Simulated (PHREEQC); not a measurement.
## Ultrapure water in contact with air or piping (model solution)

Synthetic water in mg/L, 69 °C, pH 6.66, pe 9:

```tsv
constituent	mg/L
Na	0.0215
K	0.0333
Ca	0.0409
Mg	0.00341
Cl	0.0423
S(6) as SO4	0.0189
Alkalinity as HCO3	0.155
B	1.54e-05
Zn	4.88e-05
Cu(2)	4.19e-05
Br	0.00464
```

Valence states are taken as typed.

The numbers come from PHREEQC with the ion-association model, phreeqc.dat.

```json
{
  "ionic_strength": "5.73e-6 mol/kgw",
  "charge_balance_error": "-0.8 %"
}
```

| species | molality | activity | log γ |
|---|---|---|---|
| HCO3- | 2.05e-6 | 2.05e-6 | -0.001 |
| Cl- | 1.19e-6 | 1.19e-6 | -0.001 |
| Ca+2 | 1.02e-6 | 1.01e-6 | -0.005 |
| Na+ | 9.35e-7 | 9.32e-7 | -0.001 |
| CO2 | 9.06e-7 | 9.06e-7 | 0.000 |
| K+ | 8.52e-7 | 8.49e-7 | -0.001 |
| OH- | 7.05e-7 | 7.03e-7 | -0.001 |
| H+ | 2.19e-7 | 2.19e-7 | -0.001 |
| SO4-2 | 1.97e-7 | 1.94e-7 | -0.005 |
| Mg+2 | 1.40e-7 | 1.39e-7 | -0.005 |
| Br- | 5.81e-8 | 5.79e-8 | -0.001 |
| H3BO3 | 1.42e-9 | 1.42e-9 | 0.000 |

No solid was allowed to form. Constants without temperature data keep their 25 °C values here. The database's constant for dissolved Cu(OH)2 is higher than later reviews accept.
